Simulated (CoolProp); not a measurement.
Values from CoolProp's reference Helmholtz-energy equation of state, Lemmon 2006. It is a short technical equation, of lower accuracy than the large ones.

Task: Give the vapour pressure (kPa), enthalpy of vaporisation (kJ/kg), liquid cp (kJ/(kg K)), vapour viscosity (µPa s) of saturated C2F6 (R116) at 196.6 K.

Result: 
```tsv
T (K)	p (kPa)	enthalpy of vaporisation (kJ/kg)	liquid cp (kJ/(kg K))	vapour viscosity (µPa s)
196.6	110	116	0.946	9.19
```

Viscosity comes from a separate model (Huber 2003), an estimate that may be off by 10 % or more.
